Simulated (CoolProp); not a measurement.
n-undecane at several states: fugacity coefficient from the reference equation and from simpler models built on Tc = 365.7 °C, pc = 1.990 MPa, ω = 0.539; each cubic takes its own stable root.

Model: reference Helmholtz-energy equation of state, Aleksandrov 2011, in CoolProp. It is a short technical equation, of lower accuracy than the large ones.

```csv
T (°C),p (MPa),phase,reference,van der Waals,Redlich-Kwong,Soave-Redlich-Kwong,Peng-Robinson
242.35,3.05,liquid,0.09689,0.2716,0.1769,0.1048,0.1009
218.15,0.337,liquid,0.4649,0.9069,0.8805,0.4828,0.4790
91.85,2.76,liquid,0.001360,0.06283,0.01101,0.001357,0.001431
```

At some of these states van der Waals, Redlich-Kwong gives the other phase, because its saturation line lies elsewhere.
